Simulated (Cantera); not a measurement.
Charge: 1 mol Fe, 0.025 mol O₂, 16 mol N₂, held at 7.50 Torr.

Equilibrium computed with Cantera from the NASA thermochemical tables; the gas is ideal and each condensed phase is pure. Candidate condensed phases: Fe, FeO, Fe₂O₃, Fe₃O₄; 11 gas species. Each liquid is taken as pure. Mutual solubility and eutectic melting of coexisting phases are not modelled. The tables' stoichiometric FeO is somewhat more stable than real wüstite, so its field is too wide. FeO: taken at fixed stoichiometry. Kinetics and transport are ignored.

log p: log10 of the partial pressure in bar; n: condensed amount in mol.

```tsv
T (°C)	log p N₂	log p Fe	log p FeO	log p NO	log p O	log p O₂	n Fe(γ)	n FeO(s)	n FeO(l)	n Fe(δ)	n Fe(l)
1277	-2.00	-6.38	-9.04	-9.22	___	-11.60	0.949	0.0500	0	0	0
1327	-2.00	-5.96	-8.52	-8.84	___	-11.03	0.948	0.0500	0	0	0
1377	-2.00	-5.57	-8.04	-8.48	___	-10.51	0.946	0	0.0500	0	0
1427	-2.00	-5.20	-7.60	-8.17	___	-10.05	0	0	0.0499	0.940	0
1477	-2.00	-4.86	-7.19	-7.88	___	-9.62	0	0	0.0499	0.928	0
1527	-2.00	-4.53	-6.80	-7.60	___	-9.22	0	0	0.0497	0.903	0
1577	-2.00	-4.23	-6.44	-7.33	___	-8.82	0	0	0.0493	0	0.856
1627	-2.00	-3.95	-6.10	-7.07	___	-8.44	0	0	0.0485	0	0.770
1677	-2.01	-3.69	-5.77	-6.83	___	-8.08	0	0	0.0469	0	0.616
1727	-2.02	-3.44	-5.47	-6.60	___	-7.74	0	0	0.0437	0	0.345
```

Task: Some entries are withheld; supply them.

Result: 
- 1277, log p O: -10.91
- 1327, log p O: -10.36
- 1377, log p O: -9.84
- 1427, log p O: -9.38
- 1477, log p O: -8.94
- 1527, log p O: -8.53
- 1577, log p O: -8.13
- 1627, log p O: -7.75
- 1677, log p O: -7.39
- 1727, log p O: -7.04
